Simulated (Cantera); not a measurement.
A perfectly stirred reactor is fed with 9.34 % CH4, 19.0 % O2, 71.6 % N2, at 24000 Pa; it is adiabatic with a 400 K inlet, and is followed from long to short residence time, starting on the burning branch (τ in s: 0.2, 0.073, 0.027, 0.0099, 0.0037, 0.0013, 0.0005, 0.00018, 6.7e-05, 2.5e-05, 9.2e-06).

Computed with Cantera and GRI-Mech 3.0 (53 species, 325 reactions).

x: mole fraction; the columns are a selection and need not sum to one.

| τ (s) | T (K) | x CH4 | x O2 | x O | x CO2 | x C2H2 |
|---|---|---|---|---|---|---|
| 0.20 | 2185 | 3.82e-6 | 0.0122 | 0.00104 | 0.0772 | 3.00e-10 |
| 0.073 | 2142 | 8.15e-6 | 0.0143 | 0.00154 | 0.0741 | 8.50e-10 |
| 0.027 | 2079 | 1.69e-5 | 0.0171 | 0.00238 | 0.0701 | ? |
| 0.0099 | 2003 | 3.67e-5 | 0.0201 | 0.00352 | 0.0660 | ? |
| 0.0037 | 1924 | 8.46e-5 | 0.0231 | 0.00476 | 0.0623 | ? |
| 0.0013 | 1843 | 0.000228 | 0.0266 | 0.00577 | 0.0580 | ? |
| 0.00050 | 1774 | 0.000653 | 0.0315 | 0.00579 | 0.0513 | ? |
| 0.00018 | 400 | 0.0934 | 0.190 | <1e-12 | <1e-12 | <1e-12 |
| 6.7e-5 | 400 | 0.0934 | 0.190 | <1e-12 | <1e-12 | <1e-12 |
| 2.5e-5 | 400 | 0.0934 | 0.190 | <1e-12 | <1e-12 | <1e-12 |
| 9.2e-6 | 400 | 0.0934 | 0.190 | <1e-12 | <1e-12 | <1e-12 |

Question: Fill in the missing entries.

Answer: 
- 0.027, x C2H2: 2.06e-9
- 0.0099, x C2H2: 5.47e-9
- 0.0037, x C2H2: 1.75e-8
- 0.0013, x C2H2: 8.20e-8
- 0.00050, x C2H2: 4.88e-7
